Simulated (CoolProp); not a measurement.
A closed Brayton cycle with nitrogen: compressor inlet 307.15 K and 5.1 MPa, high pressure 14.4 MPa, turbine inlet 975 K, compressor efficiency 0.8, turbine efficiency 0.85, recuperator effectiveness 0 (on enthalpy, no pinch check). Each further row changes one setting.

Computed with CoolProp (reference Helmholtz-energy equation of state, Span 2000).

| case | thermal efficiency (%) | net work (kJ/kg) | compressor to turbine work | compressor exit (K) | turbine exit (K) |
|---|---|---|---|---|---|
| as stated | 14.8 | 89.6 | 0.61 | 441.0 | 778.9 |
| turbine inlet 925 K | 14.2 | ___ | 0.65 | 441.0 | ___ |
| compressor inlet 317.15 K | ___ | ___ | 0.63 | ___ | 778.9 |
| high pressure 12.2 MPa | 13.1 | 82.4 | ___ | ___ | ___ |
| recuperator effectiveness 0.5 | 21.3 | 89.6 | 0.61 | 441.0 | 778.9 |

**Question.** Complete the blanks.

**Answer.** 
- turbine inlet 925 K, net work (kJ/kg): 77.7
- turbine inlet 925 K, turbine exit (K): 737.3
- compressor inlet 317.15 K, thermal efficiency (%): 14.3
- compressor inlet 317.15 K, net work (kJ/kg): 84.6
- compressor inlet 317.15 K, compressor exit (K): 455.2
- high pressure 12.2 MPa, compressor to turbine work: 0.58
- high pressure 12.2 MPa, compressor exit (K): 416.8
- high pressure 12.2 MPa, turbine exit (K): 807.2
